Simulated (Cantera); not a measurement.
Source: NASA polynomial tables (part measured, part estimated), evaluated in Cantera. Values are per mole of reaction as written; species without (g) are pure solids or liquids, kept so even where they would boil at 1 bar.

Task: Between 1348 and 1698 K, where is each reaction favourable under standard conditions?
- 12 Cl(g) + 2 Fe2O3 → 2 Fe2Cl6(g) + 3 O2(g)

Result: 
- 12 Cl(g) + 2 Fe2O3 → 2 Fe2Cl6(g) + 3 O2(g): ΔG° is -402 kJ at 1348 K and -189 kJ at 1698 K; it stays negative (K > 1). ΔH° is -1237 kJ and ΔS° -617 J/K at 1698 K.
